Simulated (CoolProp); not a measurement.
Vapour-liquid equilibrium of dimethyl ether (1) + chloromethane (R40) (2) at 1030 kPa; x and y are mole fractions of (1).

Values from CoolProp's multi-fluid Helmholtz-energy mixture model, Wu 2011 and Thol 2014; pair parameters Bell 2016.

```tsv
x	bubble temperature (°C)	y at the bubble point	dew temperature at overall composition x (°C)	liquid density (mol/L)
0.05	46.8	[?]	46.8	[?]
0.125	47.1	[?]	47.2	16.64
0.2	47.5	0.188	47.5	16.34
0.275	47.7	0.264	47.8	16.05
0.35	47.9	0.342	47.9	15.77
0.425	48.0	0.422	48.0	15.49
0.5	48.0	0.503	48.0	15.22
0.575	47.9	0.583	47.9	14.96
0.65	47.7	0.663	47.8	14.71
0.725	47.4	0.741	47.5	14.46
0.8	47.1	[?]	47.2	[?]
0.875	[?]	0.889	[?]	13.98
0.95	46.1	[?]	46.2	13.74
```

Q: Complete the blanks.

A: 
- 0.05, y at the bubble point: 0.045
- 0.05, liquid density (mol/L): 16.95
- 0.125, y at the bubble point: 0.114
- 0.8, y at the bubble point: 0.816
- 0.8, liquid density (mol/L): 14.21
- 0.875, bubble temperature (°C): 46.6
- 0.875, dew temperature at overall composition x (°C): 46.7
- 0.95, y at the bubble point: 0.957

y crosses x between x = 0.425 and 0.5: the model has an azeotrope there.

The pair parameters rest on a limited set of measurements; away from them the model extrapolates.
